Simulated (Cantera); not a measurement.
Cantera run:

```python
import numpy as np
import cantera as ct

gas_names = [...]  # 148 gases of nasa_gas.yaml made of Al, C, H, N, O
cond_names = """
    AL(cr) AL(L) ALN(s) AL2O3(a) AL2O3(L) C(gr) C6H6(L) C7H8(L) C8H18(L),n-octa H2O(s) H2O(L)
""".split()


# ... load() reads the species with a 1 bar reference pressure and builds the phases ...
atoms = {
    'Al(CH3)3': {'AL': 1, 'C': 3, 'H': 9},
    'N2O': {'N': 2, 'O': 1},
    'H2': {'H': 2},
}
top_T = {'ALN(s)': 2750, 'C(gr)': 4500}  # K; cautious upper limits of use, not melting points


# ... equilibrate(T, P, feed) seeds the gas with the atoms and calls Mixture.equilibrate('TP', solver="vcs", rtol=1e-11, max_steps=5000) ...
results = []
feed = {'Al(CH3)3': 1, 'N2O': 0.88, 'H2': 48}  # mol
P = 190  # Pa
for T in [1498, 1573, 1648, 1723, 1798, 1873, 1948, 2023, 2098]:
    mix = equilibrate(T, P, feed)
    results.append((T, P, feed, dict(zip(mix.species_names, mix.species_moles))))

top = {s: max(r[3][s] / sum(r[3][g] for g in gas_names) for r in results) for s in gas_names}
cols = sorted((s for s in top if top[s] > 0.001), key=lambda s: -top[s])[:7]
seen = [c for c in cond_names if any(r[3].get(c, 0) > 1e-12 for r in results)]
print("log10 of partial pressures in bar; condensed amounts in mol")
print(f"{'T/K':>10s}" + "".join(f"{s[:9]:>10s}" for s in cols + seen))
for T, P, feed, n in results:
    ng = sum(n[g] for g in gas_names)
    print(f"{T:10.4g}" + "".join(f"{np.log10(max(n[s] / ng * P / 1e5, 1e-99)):10.3f}" for s in cols)
          + "".join(f"{n.get(c, 0):10.4g}" for c in seen))
```

It prints:

```
log10 of partial pressures in bar; condensed amounts in mol
       T/K        H2         H        AL        CO        N2       HCN C2H2,acet    ALN(s)     C(gr)
      1498    -2.732    -6.131    -7.801    -4.507    -4.874    -6.785    -7.787    0.9995     2.114
      1573    -2.732    -5.757    -6.743    -4.508    -4.874    -6.566    -7.417    0.9946      2.11
      1648    -2.733    -5.417    -5.793    -4.508    -4.854    -6.357    -7.082    0.9525     2.103
      1723    -2.737    -5.108    -4.976    -4.512    -4.736    -6.119    -6.781    0.6881     2.089
      1798    -2.747    -4.827    -4.475    -4.521    -4.531    -5.855    -6.510         0     2.061
      1873    -2.750    -4.565    -4.474    -4.522    -4.537    -5.707    -6.256         0     2.028
      1948    -2.755    -4.325    -4.475    -4.525    -4.545    -5.573    -6.024         0     1.981
      2023    -2.763    -4.103    -4.478    -4.528    -4.557    -5.452    -5.812         0     1.917
      2098    -2.775    -3.900    -4.482    -4.534    -4.571    -5.345    -5.621         0      1.83
```

Method: chemical equilibrium by Gibbs-energy minimisation in Cantera with the NASA 1993 tables (ideal gas, pure condensed phases). The feed counts by its element totals alone.
